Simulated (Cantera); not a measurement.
A perfectly stirred reactor is fed with H₂ : O₂ : N₂ : NO = 1 : 0.357 : 1.14 : 0.0044 (molar parts), at 203 Torr; it is adiabatic with a 475 K inlet, and is followed from long to short residence time, starting on the burning branch (τ in s: 0.4, 0.14, 0.049, 0.017, 0.006, 0.0021, 0.00073, 0.00026, 8.9e-05, 3.1e-05, 1.1e-05).

Computed with Cantera and GRI-Mech 3.0 (53 species, 325 reactions). The mechanism lacks 2 NO + O2 → 2 NO2 and HONO, so NO2 and the effect of NO are under-described below about 1400 K.

x: mole fraction; the columns are a selection and need not sum to one.

```
τ (s)    T (K)   x H₂      x O₂     x NO   x H₂O₂       x O   x N₂
-------  -----  -----  --------  -------  -------  --------  -----
0.40      2457  0.129  0.000640  0.00101  2.74e-8  0.000618  0.526
0.14      2443  0.128  0.000744  0.00114  2.91e-8  0.000713  0.525
0.049     2408  0.128         ?        ?        ?         ?  0.523
0.017     2331  0.127   0.00177  0.00166  4.20e-8   0.00168  0.520
0.0060    2199  0.125   0.00329  0.00187  6.40e-8   0.00312  0.514
0.0021       ?  0.121         ?  0.00194        ?         ?  0.506
0.00073   1798  0.115   0.00903  0.00193  3.11e-7   0.00769  0.497
0.00026   1573  0.110    0.0136  0.00189  7.27e-7   0.00927  0.488
8.9e-5    1331  0.126    0.0267  0.00185  1.08e-6   0.00906  0.479
3.1e-5     475  0.400     0.143  0.00176   <1e-12    <1e-12  0.456
1.1e-5     475  0.400     0.143  0.00176   <1e-12    <1e-12  0.456
```

Problem. Fill in the missing entries.

Solution. 
- 0.049, x O₂: 0.00103
- 0.049, x NO: 0.00137
- 0.049, x H₂O₂: 3.32e-8
- 0.049, x O: 0.000981
- 0.0021, T (K): 2016
- 0.0021, x O₂: 0.00573
- 0.0021, x H₂O₂: 1.27e-7
- 0.0021, x O: 0.00531
